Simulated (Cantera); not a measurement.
Equilibrium for silicon carbide growth: CH3SiCl3 + C3H8 + H2

Feed: 1 mol CH3SiCl3, 0.21 mol C3H8, a varied amount of H2, held at 1325 °C and 120 Pa.

Method: chemical equilibrium by Gibbs-energy minimisation in Cantera with the NASA 1993 tables (ideal gas, pure condensed phases). Candidate condensed phases: C, C6H6, C7H8, C8H18, Si, SiC; 109 gas species. The feed counts by its element totals alone. The tables' values for SiCl3 are old estimates; treat these amounts as uncertain. Equilibrium is a limit: real reactors are often held back by kinetics, nucleation or transport.

From 9.6 mol H2 to 110 mol H2 the condensed part is C(graphite) + SiC(s). The main Si-bearing gas is SiCl2 throughout. The share of Si in condensed phases is highest at 110 mol H2 (99.7 %) and lowest at 9.6 mol H2 (97.0 %).

```
n(H2) (mol)  log p H2  log p HCl  log p SiCl2  log p H  log p Cl  log p C2H2 (acetylene)  n C(graphite)  n SiC(s)
-----------  --------  ---------  -----------  -------  --------  ----------------------  -------------  --------
9.6             -3.03      -3.58        -5.58    -5.79     -6.44                   -7.60          0.659     0.970
24              -2.97      -3.89        -6.26    -5.76     -6.78                   -7.54          0.642     0.987
38              -2.95      -4.07        -6.63    -5.75     -6.97                   -7.52          0.636     0.992
52              -2.95      -4.19        -6.89    -5.75     -7.10                   -7.51          0.633     0.994
66              -2.94      -4.29        -7.08    -5.74     -7.19                   -7.51          0.631     0.995
80              -2.94      -4.37        -7.25    -5.74     -7.28                   -7.51          0.630     0.996
94              -2.94      -4.44        -7.38    -5.74     -7.34                   -7.50          0.628     0.996
110             -2.93      -4.50        -7.51    -5.74     -7.41                   -7.50          0.627     0.997
```
log p: log10 of the partial pressure in bar; n: condensed amount in mol.
